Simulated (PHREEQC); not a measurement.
A solution holds 2 mol/kgw LiCl, 0.18 mol/kgw SrCl2 and 2.5 mol/kgw NaCl, at 20 °C. Closed to the air; pH follows from the charge balance.

Model: Pitzer model, pitzer.dat, run in PHREEQC.

No solid was allowed to form.

Problem. Predict the activity of water, density.

Solution. activity of water 0.790; density 1.147 g/cm³.

Species that the database lacks are ignored.
